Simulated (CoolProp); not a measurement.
Vapour-liquid equilibrium of R143a (1) + dimethyl ether (2) at 28.55 °C; x and y are mole fractions of (1).

The numbers come from the multi-fluid Helmholtz-energy mixture model, Lemmon and Jacobsen 2000 and Wu 2011; pair parameters Bell 2016 in CoolProp.

```tsv
x	bubble pressure, mixture model (kPa)	bubble pressure, Raoult's law (kPa)	y, mixture model	y, Raoult's law
0.05	…	689.5	0.098	0.100
0.15	…	762.4	…	0.272
0.25	851.7	835.3	0.393	0.414
0.35	…	908.3	0.503	0.533
0.45	997.7	981.2	…	0.634
0.55	1068	1054	…	0.721
0.65	1138	1127	…	0.797
0.75	1207	1200	0.832	0.864
0.85	…	1273	0.901	0.923
0.95	1347	1346	0.967	0.976
```

### Question
Fill in the missing entries.

### Answer

- 0.05, bubble pressure, mixture model (kPa): 694.7
- 0.15, bubble pressure, mixture model (kPa): 774.9
- 0.15, y, mixture model: 0.261
- 0.35, bubble pressure, mixture model (kPa): 925.8
- 0.45, y, mixture model: 0.598
- 0.55, y, mixture model: 0.683
- 0.65, y, mixture model: 0.760
- 0.85, bubble pressure, mixture model (kPa): 1277

The largest gap from Raoult's law is +2.0 % in bubble pressure, at x = 0.25. No azeotrope shows between x = 0.05 and 0.95.

Pair parameters are fitted to limited data, so mixtures are less certain than the pure fluids.
